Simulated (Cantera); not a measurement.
A perfectly stirred reactor is fed with 5.77 % CH₄, 0.231 % C₂H₆, 2.48 % C₃H₈, 19.0 % O₂, 71.6 % N₂, 0.923 % H₂O, equivalence ratio 1.3, at 1.00 atm; it is adiabatic with a 600 K inlet, and is followed from long to short residence time, starting on the burning branch (τ in s: 0.11, 0.05, 0.023, 0.01, 0.0047, 0.0021, 0.00097, 0.00044, 0.0002, 9.1e-05, 4.2e-05, 1.9e-05).

Model: GRI-Mech 3.0 (53 species, 325 reactions), integrated in Cantera. GRI-Mech 3.0 was tuned for natural gas; its chemistry of propane as a main component is partial and can be far from experiment.

Predict: blow-out, bracketed by the residence times tried; x(CH₄) at τ = 0.110 s; x(C₂H₆) at τ = 0.110 s; x(C₃H₈) at τ = 0.110 s; x(CH₂) at τ = 0.110 s; x(O) at τ = 0.110 s; x(CH₄) at τ = 0.970 ms; x(C₂H₆) at τ = 0.970 ms; x(C₃H₈) at τ = 0.970 ms; x(CH₂) at τ = 0.970 ms; x(O) at τ = 0.970 ms.


```
Quantity                                                                      Result
------------------------------------------------  ----------------------------------
blow-out, bracketed by the residence times tried  burning at 91.0 µs, out at 42.0 µs
x(CH₄) at τ = 0.110 s                                                        5.71e-6
x(C₂H₆) at τ = 0.110 s                                                       8.15e-9
x(C₃H₈) at τ = 0.110 s                                                       7.48e-8
x(CH₂) at τ = 0.110 s                                                        3.12e-7
x(O) at τ = 0.110 s                                                          8.15e-5
x(CH₄) at τ = 0.970 ms                                                       8.41e-5
x(C₂H₆) at τ = 0.970 ms                                                      5.56e-7
x(C₃H₈) at τ = 0.970 ms                                                      4.05e-6
x(CH₂) at τ = 0.970 ms                                                       8.30e-6
x(O) at τ = 0.970 ms                                                        0.000831
```
